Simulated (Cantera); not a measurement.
**Pyrogenic steam for wet oxidation**

A perfectly stirred reactor is fed with 46.3 % H₂, 24.4 % O₂, 29.3 % N₂, equivalence ratio 0.95, at 0.350 bar; it is held at 1075 K, and followed from long to short residence time.

Model: the H2/O2 subset of GRI-Mech 3.0, which has no nitrogen chemistry, integrated in Cantera. The temperature is held fixed by assumption; the heat of reaction is taken as removed at once.

```
τ (s)       x H₂    x O₂       x H    x HO₂       x O
-------  -------  ------  --------  -------  --------
19       0.00111  0.0164   1.88e-6  1.08e-5   6.46e-7
5.1      0.00171  0.0167   6.62e-6  1.39e-5   2.20e-6
1.4      0.00260  0.0171   2.31e-5  1.68e-5   7.23e-6
0.36     0.00454  0.0181   8.40e-5  2.04e-5   2.31e-5
0.095    0.00861  0.0201  0.000284  2.49e-5   6.44e-5
0.025     0.0168  0.0242  0.000884  3.14e-5  0.000162
0.0066    0.0321  0.0319   0.00248  4.16e-5  0.000380
0.0017    0.0598  0.0461   0.00642  5.76e-5  0.000855
0.00046    0.104  0.0692    0.0148  7.82e-5   0.00180
```
x: mole fraction; the columns are a selection and need not sum to one.
